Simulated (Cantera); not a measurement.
Input: 1 mol SiCl₄, 0.51 mol HCl, 330 mol H₂, held at 1.00 bar.

Method: chemical equilibrium by Gibbs-energy minimisation in Cantera with the NASA 1993 tables (ideal gas, pure condensed phases). Candidate condensed phases: Si; 19 gas species. The tables' values for SiCl₃ are old estimates; treat these amounts as uncertain. Gases not in the tables: Si₂H₆ and higher silanes. Kinetics and transport are ignored.

x: gas mole fraction; n: condensed amount in mol.

```tsv
T (K)	x H₂	x HCl	x SiHCl₃	x SiCl₄	x SiCl₂	x SiH₂Cl₂	x H	n Si(s)	n Si(l)
923	0.994	0.00334	0.00147	0.00138	2.23e-6	0.000153	[?]	0	0
1023	0.993	0.00444	0.00162	0.000856	3.52e-5	0.000340	[?]	0.0358	0
1123	0.990	0.00787	0.000971	0.000450	0.000132	0.000256	[?]	0.370	0
1223	0.988	0.0108	0.000387	0.000137	0.000286	0.000146	[?]	0.654	0
1323	0.987	0.0120	0.000112	2.69e-5	0.000402	6.66e-5	[?]	0.779	0
1423	0.987	0.0124	3.14e-5	5.07e-6	0.000467	2.96e-5	[?]	0.811	0
1523	0.987	0.0124	9.88e-6	1.11e-6	0.000512	1.42e-5	[?]	0.814	0
1623	0.987	0.0124	3.54e-6	2.87e-7	0.000546	7.36e-6	[?]	0.808	0
1723	0.987	0.0124	1.35e-6	8.27e-8	0.000543	3.88e-6	[?]	0	0.808
```

Task: Some entries are withheld; supply them.

Result: 
- 923, x H: 2.44e-10
- 1023, x H: 4.12e-9
- 1123, x H: 4.24e-8
- 1223, x H: 2.99e-7
- 1323, x H: 1.58e-6
- 1423, x H: 6.60e-6
- 1523, x H: 2.30e-5
- 1623, x H: 6.87e-5
- 1723, x H: 0.000181
